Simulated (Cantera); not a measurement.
Input (Python, Cantera) and output of one run.

```python
import numpy as np
import cantera as ct

gas_names = """
    CL CLF CLF3 CL2 F F2 H HCL HF H2 H2F2 H3F3 H4F4 H5F5 H6F6 H7F7 Si SiCL SiCL2 SiCL3 SiCL4 SiF SiF2
    SiF3 SiF4 SiH SiHCL3 SiHF3 SiH2 SiH2CL2 SiH2F2 SiH3 SiH3CL SiH3F SiH4 Si2 Si3
""".split()
cond_names = """
    Si(cr) Si(L)
""".split()


# ... load() reads the species with a 1 bar reference pressure and builds the phases ...
atoms = {
    'SiF4': {'Si': 1, 'F': 4},
    'HCl': {'H': 1, 'CL': 1},
    'H2': {'H': 2},
}
top_T = {}  # K; cautious upper limits of use, not melting points


# ... equilibrate(T, P, feed) seeds the gas with the atoms and calls Mixture.equilibrate('TP', solver="vcs", rtol=1e-11, max_steps=5000) ...
results = []
feed = {'SiF4': 1, 'HCl': 0.024, 'H2': 520}  # mol
T = 2623.15  # K
P = 40000  # Pa
mix = equilibrate(T, P, feed)
results.append((T, P, feed, dict(zip(mix.species_names, mix.species_moles))))
x = sorted(zip(gas.X, gas.species_names), reverse=True)
print(f"T = {T:g} K  P = {P:g} Pa  gas = {mix.phase_moles(0):.4g} mol")
print("   x: " + "  ".join(f"{s} {v:.3e}" for v, s in x if v > 0.001))
print("   condensed (mol): " + ("  ".join(f"{mix.phase(i).name} {mix.phase_moles(i):.4g}"
      for i in range(1, mix.n_phases) if mix.phase_moles(i) > 1e-12) or "none"))
```

Output:

```
T = 2623.15 K  P = 40000 Pa  gas = 540.2 mol
   x: H2 9.268e-01  H 6.415e-02  HF 7.185e-03  Si 1.417e-03
   condensed (mol): none
```

Cantera equilibrium calculation (NASA polynomials, part measured and part estimated; ideal gas, pure solids and liquids). The tables' values for SiF, SiF2 are old estimates; treat these amounts as uncertain. Gases not in the tables: Si2H6 and higher silanes.
